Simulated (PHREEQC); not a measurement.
Solution (25 °C): 23 mmol/kgw KOH and 0.002 mmol/kgw H4SiO4. Closed to the air; pH follows from the charge balance.

All values are PHREEQC results (ion-association model, wateq4f.dat), not measurements.

No solid was allowed to form.

**Question.** What pH does the model give?

**Answer.** pH 12.30.

**Question.** In which forms is Si present?

**Answer.** H3SiO4- 83 %, H2SiO4-2 17 % of the Si.
